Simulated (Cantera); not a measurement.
A closed system holds: 1 mol Zr, 6.7 mol NH3, 3.3 mol N2, at 1698 K and 0.380 Pa.

Cantera equilibrium calculation (NASA polynomials, part measured and part estimated; ideal gas, pure solids and liquids). Candidate condensed phases: Zr, ZrN; 11 gas species. ZrN: taken at fixed stoichiometry. Kinetics and transport are ignored.

Base state: H2 0.575, N2 0.369, H 0.0562 (mole fractions); condensed: ZrN(s).

**Question.** What changes in the equilibrium state with this change: temperature from 1698 K to 2848 K?

**Answer.** 
| species | before | after |
|---|---|---|
| H | 0.0562 | 0.724 |
| N2 | 0.369 | 0.239 |
| Zr | <1e-9 | 0.0360 |
| H2 | 0.575 | 0.000213 |
| N | 1.66e-9 | 0.00124 |
| ZrN(s), mol | 1.00 | 0 |

**Question.** What changes in the equilibrium state with this change: temperature from 1698 K to 2650 K?

**Answer.** 
| species | before | after |
|---|---|---|
| H | 0.0562 | 0.723 |
| N2 | 0.369 | 0.240 |
| Zr | <1e-9 | 0.0361 |
| H2 | 0.575 | 0.000904 |
| N | 1.66e-9 | 0.000272 |
| ZrN(s), mol | 1.00 | 0 |
